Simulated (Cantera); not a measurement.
An isothermal, constant-pressure homogeneous reactor starts with 34.9 % H₂, 42.6 % O₂, 22.6 % N₂, at 1325 K and 165 Torr.

Model: the H2/O2 subset of GRI-Mech 3.0, which has no nitrogen chemistry, integrated in Cantera. The temperature is held fixed by assumption; the heat of reaction is taken as removed at once.

One state of this run: x H₂ = 2.62e-5; x O₂ = 0.304; x H₂O₂ = 3.23e-7; x HO₂ = 2.03e-6; x H₂O = 0.422. x: mole fraction; the columns are a selection and need not sum to one.

Question: Which value of t (s) does it belong to?
A. 5.00e-6
B. 2.46e-5
C. 0.344
D. 0.00291

Answer: D, 0.00291
